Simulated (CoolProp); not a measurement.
Vapour pressure (MPa) of propylene: the reference equation beside estimates from Tc = 91.1 °C, pc = 4.555 MPa, ω = 0.146. Clausius-Clapeyron is anchored at 26.35 °C with a constant enthalpy of vaporisation of 13.98 kJ/mol.

Computed with CoolProp (reference Helmholtz-energy equation of state, Lemmon 2013).

| T (°C) | reference | Lee-Kesler | Clausius-Clapeyron | van der Waals | Redlich-Kwong | Soave-Redlich-Kwong | Peng-Robinson |
|---|---|---|---|---|---|---|---|
| 5.85 | 0.6929 | 0.6953 | 0.7902 | 1.424 | 0.8160 | 0.6975 | 0.6914 |
| 16.05 | 0.9172 | 0.9205 | 0.9774 | 1.687 | 1.062 | 0.9257 | 0.9161 |
| 26.35 | 1.194 | 1.197 | 1.194 | 1.981 | 1.358 | 1.207 | 1.194 |
| 36.55 | 1.523 | 1.526 | 1.436 | 2.302 | 1.702 | 1.543 | 1.526 |
| 46.75 | 1.915 | 1.917 | 1.708 | 2.654 | 2.102 | 1.941 | 1.921 |
| 56.95 | 2.376 | 2.377 | 2.009 | 3.037 | 2.559 | 2.408 | 2.387 |
| 67.15 | 2.914 | 2.916 | 2.340 | 3.452 | 3.078 | 2.951 | 2.930 |
| 77.45 | 3.548 | 3.550 | 2.706 | 3.904 | 3.668 | 3.582 | 3.566 |

Absolute difference from the reference over all 8 rows, mean and median: Lee-Kesler 0.2 and 0.2 %, Clausius-Clapeyron 12.0 and 12.4 %, van der Waals 50.2 and 44.9 %, Redlich-Kwong 10.7 and 10.8 %, Soave-Redlich-Kwong 1.1 and 1.2 %, Peng-Robinson 0.3 and 0.3 %.
